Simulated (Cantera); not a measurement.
Mixture: CH4 : CO : O2 : N2 = 1 : 0.57 : 1.97 : 7.39 (molar parts), equivalence ratio 1.2, at 101000 Pa, adiabatic and at constant pressure. Ignition delay is the time to a rise of 400 K.

Model: GRI-Mech 3.0 (53 species, 325 reactions), integrated in Cantera.

Task: Predict: delay at 1275 K; delay at 1375 K; delay at 1475 K; delay at 1575 K; delay at 1675 K; delay at 1775 K; apparent activation energy between 1575 and 1775 K.

Result: 
| Quantity | Value |
|---|---|
| delay at 1275 K | 21.3 ms |
| delay at 1375 K | 5.49 ms |
| delay at 1475 K | 1.68 ms |
| delay at 1575 K | 0.614 ms |
| delay at 1675 K | 0.267 ms |
| delay at 1775 K | 0.132 ms |
| apparent activation energy between 1575 and 1775 K | 180 kJ/mol |
